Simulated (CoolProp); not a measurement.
The fluid at 495 K and 0.24 MPa is throttled through a valve to 0.0732 MPa with no heat exchange. The same conditions are run with several fluids, on thermodynamics alone (safety and materials aside).

Values from CoolProp's reference Helmholtz-energy equation of state of each fluid (R407C: Lemmon 2003; cis-2-butene: Lemmon 2005; toluene: Lemmon 2006; dimethyl ether: Wu 2011; o-xylene: Zhou 2012). Blends and air are pseudo-pure fits.

```csv
fluid,temperature change (K),final density (kg/m³)
R407C,?,1.54
cis-2-butene,?,?
toluene,-2.3,1.67
dimethyl ether,-0.8,0.823
o-xylene,?,1.93
```

Task: What belongs in the gaps?

Result: 
- R407C, temperature change (K): -0.7
- cis-2-butene, temperature change (K): -1.0
- cis-2-butene, final density (kg/m³): 1.00
- o-xylene, temperature change (K): -3.1
